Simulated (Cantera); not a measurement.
A closed system holds: 1 mol Pb, 4 mol N₂, at 0.260 bar.

Method: chemical equilibrium by Gibbs-energy minimisation in Cantera with the NASA 1993 tables (ideal gas, pure condensed phases). Candidate condensed phases: Pb; 4 gas species. Rates play no part.

x: gas mole fraction; n: condensed amount in mol.

```csv
T (K),x N₂,x Pb,n Pb(s),n Pb(l)
550,1.00,<1e-12,1.00,0
600,1.00,(withheld),1.00,0
650,1.00,(withheld),0,1.00
700,1.00,(withheld),0,1.00
750,1.00,(withheld),0,1.00
800,1.00,(withheld),0,1.000
850,1.000,(withheld),0,1.000
900,1.000,(withheld),0,1.000
950,1.000,(withheld),0,1.000
1000,1.000,(withheld),0,1.000
```

**Question.** Fill in the missing entries.

**Answer.** 
- 600, x Pb: 1.98e-11
- 650, x Pb: 3.60e-10
- 700, x Pb: 4.28e-9
- 750, x Pb: 3.65e-8
- 800, x Pb: 2.36e-7
- 850, x Pb: 1.22e-6
- 900, x Pb: 5.26e-6
- 950, x Pb: 1.94e-5
- 1000, x Pb: 6.23e-5
